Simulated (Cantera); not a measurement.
Input (Python, Cantera):

```python
import numpy as np
import cantera as ct

gas = ct.Solution("gri30.yaml")
gas.TPX = 1200, 190000, {'H2': 1, 'O2': 1.09, 'N2': 4.09, 'NO': 0.0096}
reactor = ct.IdealGasConstPressureReactor(gas, energy="on", clone=False)
net = ct.ReactorNet([reactor])
net.rtol, net.atol = 1e-08, 1e-16
show = ['H2', 'O2', 'NO', 'O', 'H', 'HO2', 'OH']
times = np.geomspace(2e-06, 0.2, 14)

steps = ct.SolutionArray(gas, extra=["t"])
rows = []
print(f"{'t/s':>10s}{'T/K':>9s}{'P/Pa':>11s}" + "".join(f"{s:>11s}" for s in show))
for t in times:
    while net.time < t:
        t_next = net.step()
        steps.append(gas.state, t=t_next)
    rows.append([np.interp(t, steps.t, y) for y in (steps.T, steps.P, *steps(*show).X.T)])
    print(f"{t:10.3e}{rows[-1][0]:9.1f}{rows[-1][1]:11.4g}" + "".join(f"{x:11.3e}" for x in rows[-1][2:]))
rate = np.gradient(steps.T, steps.t)
print("integrator steps:", len(steps.t))
if steps.T.max() > steps.T[0] + 200:
    print(f"time of steepest temperature rise: {steps.t[rate.argmax()]:.4e} s")
gas.TPX = 1200, 190000, {'H2': 1, 'O2': 1.09, 'N2': 4.09, 'NO': 0.0096}
gas.equilibrate("HP")
print(f"equilibrium (HP): T = {gas.T:.1f} K  " + "  ".join(f"{s} {gas[s].X[0]:.3e}" for s in show))
```

Output:

```
       t/s      T/K       P/Pa         H2         O2         NO          O          H        HO2         OH
 2.000e-06   1200.0    1.9e+05  1.616e-01  1.761e-01  1.551e-03  2.286e-09  1.031e-08  9.092e-09  1.382e-09
 4.849e-06   1200.0    1.9e+05  1.616e-01  1.761e-01  1.551e-03  1.845e-08  7.389e-08  4.056e-08  1.049e-08
 1.176e-05   1200.0    1.9e+05  1.616e-01  1.761e-01  1.551e-03  1.139e-06  4.472e-06  1.814e-06  6.400e-07
 2.850e-05   1622.9    1.9e+05  2.344e-02  1.043e-01  1.598e-03  2.263e-02  3.668e-02  8.479e-05  1.342e-02
 6.910e-05   2219.6    1.9e+05  3.624e-03  9.916e-02  1.709e-03  5.173e-03  2.017e-03  1.153e-05  1.315e-02
 1.675e-04   2298.6    1.9e+05  1.044e-03  1.012e-01  1.743e-03  1.480e-03  2.927e-04  7.360e-06  7.692e-03
 4.062e-04   2305.5    1.9e+05  8.391e-04  1.015e-01  1.776e-03  1.193e-03  2.110e-04  7.353e-06  6.963e-03
 9.848e-04   2305.3    1.9e+05  8.378e-04  1.014e-01  1.853e-03  1.191e-03  2.105e-04  7.348e-06  6.956e-03
 2.388e-03   2305.0    1.9e+05  8.366e-04  1.014e-01  2.037e-03  1.188e-03  2.100e-04  7.335e-06  6.946e-03
 5.789e-03   2304.2    1.9e+05  8.336e-04  1.011e-01  2.470e-03  1.181e-03  2.087e-04  7.306e-06  6.922e-03
 1.403e-02   2302.3    1.9e+05  8.269e-04  1.007e-01  3.441e-03  1.166e-03  2.059e-04  7.241e-06  6.868e-03
 3.403e-02   2298.7    1.9e+05  8.139e-04  9.976e-02  5.354e-03  1.136e-03  2.004e-04  7.113e-06  6.761e-03
 8.249e-02   2293.5    1.9e+05  7.958e-04  9.846e-02  8.044e-03  1.095e-03  1.929e-04  6.935e-06  6.614e-03
 2.000e-01   2290.2    1.9e+05  7.844e-04  9.764e-02  9.764e-03  1.069e-03  1.883e-04  6.823e-06  6.520e-03
integrator steps: 1264
time of steepest temperature rise: 2.7342e-05 s
equilibrium (HP): T = 2289.8 K  H2 7.829e-04  O2 9.753e-02  NO 9.991e-03  O 1.066e-03  H 1.876e-04  HO2 6.808e-06  OH 6.508e-03
```

Detailed kinetics in Cantera: GRI-Mech 3.0 (53 species, 325 reactions). The mechanism lacks 2 NO + O2 → 2 NO2 and HONO, so NO2 and the effect of NO are under-described below about 1400 K.
